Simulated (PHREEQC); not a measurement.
Make-up at 75 °C: 0.0011 mol NH4HS, 0.015 mol Na2SO4 and 0.00015 mol MnCl2 per kg of water. Closed to the air; pH follows from the charge balance.

The numbers come from PHREEQC with the ion-association model, wateq4f.dat.

No solid was allowed to form.

Q: Order these S species by the share of S that they hold, largest first: H2S, HS-, NaSO4-, SO4-2, MnSO4.

A: SO4-2 (85 %), NaSO4- (7.1 %), HS- (5.9 %), H2S (0.94 %), MnSO4 (0.49 %)

Q: Order these Mn species by the share of Mn that they hold, largest first: MnSO4, MnOH+, Mn+2.

A: MnSO4 (53 %), Mn+2 (47 %), MnOH+ (0.40 %)

The pH is 7.25 and the ionic strength 0.0436 mol/kgw. Complexes and solids missing from the database can't appear. Constants without temperature data keep their 25 °C values here. The polysulfide entries of wateq4f.dat were taken out for this run.
